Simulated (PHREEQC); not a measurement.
Model water analysis in mmol/kgw, 20 °C, pH 6.79, pe 10.2:

| constituent | mmol/kgw |
|---|---|
| Na | 22.8 |
| K | 1.32 |
| Ca | 0.739 |
| Mg | 4.82 |
| Cl | 7.51 |
| S(6) | 6.1 |
| Alkalinity (meq/kgw) | 15 |
| Br | 0.061 |
| Cu(2) | 0.524 |

Na is adjusted to close the charge balance.
Valence states are taken as typed.

Model: ion-association model, wateq4f.dat, run in PHREEQC.

```tsv
quantity	before	after
ionic strength (mol/kgw)	0.0402	0.0391
CO2 (mol/kgw)	0.00447	0.00377
MgSO4 (mol/kgw)	0.000897	0.00114
CuCO3 (mol/kgw)	0.000317	0.000347
NaSO4- (mol/kgw)	0.000239	0.000246
CuHCO3+ (mol/kgw)	0.000138	0.000114
SI of Cu(OH)2 (Cu(OH)2)	+0.05	+0.52
SI of Magnesite (MgCO3)	-0.30	+0.01
```

Task: What was changed between the two runs?
A) Cu(2) from 0.524 to 1.05 mmol/kgw
B) pH from 6.79 to 6.29 at the same alkalinity
C) temperature from 20 to 35 °C at the same typed pH

Result: C, temperature from 20 to 35 °C at the same typed pH

This is a speciation only: nothing precipitates in the calculation. Some of these states are supersaturated (in Malachite, Brochantite, Atacamite, for instance).
